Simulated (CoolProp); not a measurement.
Vapour-liquid equilibrium of R125 (1) + R152A (2) at 247.5 K; x and y are mole fractions of (1).

Computed with CoolProp (multi-fluid Helmholtz-energy mixture model, Lemmon 2005 and Outcalt 1996; pair parameters Bell 2016).

Task: Give the bubble pressure and the first vapour's composition at x = 0.05, 0.35, 0.95. Is there an azeotrope?

Result: x = 0.05: 0.1036 MPa, y = 0.132; x = 0.35: 0.1533 MPa, y = 0.582; x = 0.95: 0.2616 MPa, y = 0.982. No azeotrope shows between x = 0.05 and 0.95.

Pair parameters are fitted to limited data, so mixtures are less certain than the pure fluids. The gap from Raoult's law changes sign with composition, which may be real or a fault of the pair parameters; it wasn't checked against measurements.
